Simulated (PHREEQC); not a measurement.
PHREEQC input (ion-association model, phreeqc.dat):

```
SOLUTION 0
  temp 40
  units mmol/kgw
  pH 7 charge
  Cl 25.21
  Sr 2.6
  Li 20
  O(0) 1 O2(g) -0.68
SOLUTION 1-40
  temp 40
  units mmol/kgw
  pH 7 charge
  Br 1
  K 1
  Cl 1.07
  Sr 0.53
  O(0) 1 O2(g) -0.68
END
EXCHANGE 1-40
  X 0.015
  -equilibrate 1
END
SELECTED_OUTPUT 1
  -reset false
  -pH true
  -pe true
  -ionic_strength true
  -water true
  -step true
  -totals Br Cl K Li Sr
  -molalities LiX KX SrX2
  -saturation_indices Sylvite
PRINT
  -reset false
TRANSPORT
  -cells 40
  -shifts 160
  -lengths 0.0125
  -time_step 60
  -dispersivities 0.025
  -boundary_conditions flux flux
  -correct_disp true
  -punch_cells 40
  -punch_frequency 5
END
```

Selected output (columns that matter, 15 of 33 rows; pore volumes added in front):

```
pore volumes	pH	mu	Br	Cl	K	Li	Sr	m_LiX	m_KX	m_SrX2	si_Sylvite
0	5.0231	0.0026	0.001	0.00107	0.001	0	0.00053	0	0.00096678	0.0070166	-6.9923
0.2625	5.0231	0.0026001	0.001	0.0010701	0.001	2.77e-09	0.00053002	4.9617e-10	0.00096678	0.0070166	-6.9922
0.6375	5.0311	0.0052469	0.00090476	0.003369	0.0012878	0.0010298	0.00097309	0.00013573	0.00091604	0.0069741	-6.4038
0.8875	5.045	0.013409	0.00059086	0.010947	0.0014902	0.0062945	0.0018714	0.00059182	0.00075622	0.006826	-5.8652
1.1375	5.0529	0.021003	0.0002845	0.018342	0.0012314	0.012632	0.0023766	0.0010444	0.0005495	0.0067031	-5.7465
1.3875	5.0563	0.025127	0.00011268	0.02249	0.0008183	0.016725	0.0025246	0.0013368	0.00035301	0.0066551	-5.8456
1.7625	5.0578	0.027239	2.2774e-05	0.02466	0.00035323	0.019208	0.002556	0.0015265	0.00015151	0.006661	-6.1752
2.0125	5.0581	0.027608	7.227e-06	0.025036	0.0001841	0.019718	0.0025653	0.0015662	7.8919e-05	0.0066775	-6.4525
2.2625	5.0582	0.027735	2.204e-06	0.025157	9.1439e-05	0.019905	0.0025762	0.0015793	3.9155e-05	0.0066908	-6.7546
2.6375	5.0582	0.027791	3.5382e-07	0.025201	3.0074e-05	0.019984	0.002589	0.0015829	1.2857e-05	0.0067021	-7.2368
2.8875	5.0582	0.027802	1.0234e-07	0.025208	1.392e-05	0.019996	0.0025941	0.0015827	5.9468e-06	0.0067057	-7.5713
3.1375	5.0582	0.027806	2.9268e-08	0.025209	6.3389e-06	0.019999	0.002597	0.0015823	2.7068e-06	0.0067075	-7.9129
3.3875	5.0582	0.027808	8.3025e-09	0.02521	2.8511e-06	0.02	0.0025985	0.001582	1.2172e-06	0.0067084	-8.2599
3.7625	5.0582	0.02781	1.2411e-09	0.02521	8.4556e-07	0.02	0.0025995	0.0015818	3.6093e-07	0.0067089	-8.7878
4.0125	5.0582	0.02781	3.4782e-10	0.02521	3.7288e-07	0.02	0.0025998	0.0015817	1.5916e-07	0.0067091	-9.1434
```

Constants without temperature data keep their 25 °C values here.
